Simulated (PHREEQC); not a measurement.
## Polishing slurry liquid (model solution)

Dissolve 0.0022 mol HNO3 and 0.00028 mol Fe(NO3)3 per kg of water at 85 °C. Closed to the air; pH follows from the charge balance.

Model: ion-association model, wateq4f.dat, run in PHREEQC.

Each row changes one thing in this solution. Precipitation was switched off in this run.

```
case                            pH  ionic strength (mol/kgw)  FeOH+2 (mol/kgw)  Fe(OH)2+ (mol/kgw)  Fe(OH)3 (mol/kgw)  SI of Goethite (FeOOH)  SI of Hematite (Fe2O3)
----------------------------  ----  ------------------------  ----------------  ------------------  -----------------  ----------------------  ----------------------
as made                       2.61                   0.00321          0.000159            0.000117            5.09e-8                   +5.00                  +12.24
diluted 5-fold with water     3.28                  0.000620           1.16e-5             4.43e-5            9.30e-8                       ?                  +12.76
temperature from 85 to 55 °C  2.62                   0.00330          0.000196                   ?            1.05e-8                   +4.89                  +11.92
0.00022 mol/kgw NaBF4 added   2.63                   0.00318           2.78e-5             2.13e-5            9.64e-9                   +4.28                  +10.79
temperature from 85 to 75 °C  2.62                   0.00324          0.000174                   ?            3.18e-8                   +4.98                  +12.16
HNO3 left out                 3.31                  0.000896           5.54e-5            0.000224            5.03e-7                   +5.99                  +14.23
diluted 100-fold with water   4.56                   3.05e-5           3.39e-8             2.66e-6            1.09e-7                   +5.33                  +12.90
```

Task: What belongs in the gaps?

Result: 
- diluted 5-fold with water, SI of Goethite (FeOOH): +5.26
- temperature from 85 to 55 °C, Fe(OH)2+ (mol/kgw): 6.32e-5
- temperature from 85 to 75 °C, Fe(OH)2+ (mol/kgw): 9.87e-5

Some of these states are supersaturated (in Hematite (slow to form), Goethite (slow to form), for instance). Constants without temperature data keep their 25 °C values here. Real BF4- forms and hydrolyses slowly; the run takes it at equilibrium. Fluoro complexes past AlF4- and FeF3 are missing from the database.
